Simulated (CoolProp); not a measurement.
Vapour-liquid equilibrium of n-hexane (1) + ethylbenzene (2) at 0.00178 MPa; x and y are mole fractions of (1).

Values from CoolProp's multi-fluid Helmholtz-energy mixture model, Thol 2019 and Zhou 2012; pair parameters Bell 2016.

| x | bubble temperature, mixture model (°C) | bubble temperature, Raoult's law (°C) | y, mixture model | y, Raoult's law |
|---|---|---|---|---|
| 0.05 | 16.4 | 20.7 | 0.590 | 0.469 |
| 0.2 | -1.1 | 4.1 | 0.889 | 0.844 |
| 0.35 | -8.2 | -4.5 | 0.944 | 0.931 |
| 0.5 | -12.3 | -10.1 | 0.966 | 0.965 |
| 0.65 | -15.3 | -14.2 | 0.979 | 0.982 |
| 0.8 | -17.8 | -17.4 | 0.989 | 0.992 |
| 0.95 | -20.0 | -20.0 | 0.997 | 0.998 |

The largest gap from Raoult's law is -5.2 K in bubble temperature, at x = 0.2. No azeotrope shows between x = 0.05 and 0.95.

Pair parameters are fitted to limited data, so mixtures are less certain than the pure fluids.
